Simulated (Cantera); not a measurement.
# Stirred combustor or abatement burner

A perfectly stirred reactor is fed with 3.18 % CH4, 0.153 % H2, 11.9 % O2, 84.7 % N2, at 1.20 bar; it is adiabatic with a 750 K inlet, and is followed from long to short residence time, starting on the burning branch (τ in s: 0.022, 0.0097, 0.0043, 0.0019, 0.00081, 0.00035, 0.00015, 6.7e-05, 2.9e-05, 1.3e-05).

Computed with Cantera and GRI-Mech 3.0 (53 species, 325 reactions).

```
τ (s)    T (K)     x CH4      x H2    x O2   x CO2    x N2O
-------  -----  --------  --------  ------  ------  -------
0.022     1484   5.70e-5  0.000127  0.0554  0.0310  8.81e-7
0.0097    1476   9.81e-5  0.000219  0.0557  0.0303  7.47e-7
0.0043    1463  0.000173  0.000376  0.0564  0.0291  5.99e-7
0.0019    1438  0.000333  0.000649  0.0578  0.0268  4.48e-7
0.00081   1373   0.00105   0.00141  0.0623  0.0205  2.31e-7
0.00035    750    0.0318   0.00153   0.119  <1e-12   <1e-12
0.00015    750    0.0318   0.00153   0.119  <1e-12   <1e-12
6.7e-5     750    0.0318   0.00153   0.119  <1e-12   <1e-12
2.9e-5     750    0.0318   0.00153   0.119  <1e-12   <1e-12
1.3e-5     750    0.0318   0.00153   0.119  <1e-12   <1e-12
```
x: mole fraction; the columns are a selection and need not sum to one.
